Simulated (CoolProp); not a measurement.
A simple Rankine cycle with isobutane: condensing at 296.15 K, boiler at 1.1 MPa, turbine inlet 345.6 K, turbine efficiency 0.9, pump efficiency 0.7, no recuperator. Each further row changes one setting.

Values from CoolProp's reference Helmholtz-energy equation of state, Bücker 2006.

```csv
case,thermal efficiency (%),net work (kJ/kg),heat in (kJ/kg),turbine exit temperature (K),volume ratio over the turbine
as stated,10.5,41.2,395,308.6,3.48
turbine inlet 365.6 K,10.4,45.6,439,330.3,3.39
condensing temperature 288.15 K,12.1,49.9,414,302.1,4.41
boiler pressure 0.77 MPa,7.7,31.3,408,321.4,2.34
turbine efficiency 0.8,9.2,36.4,395,311.2,3.51
```
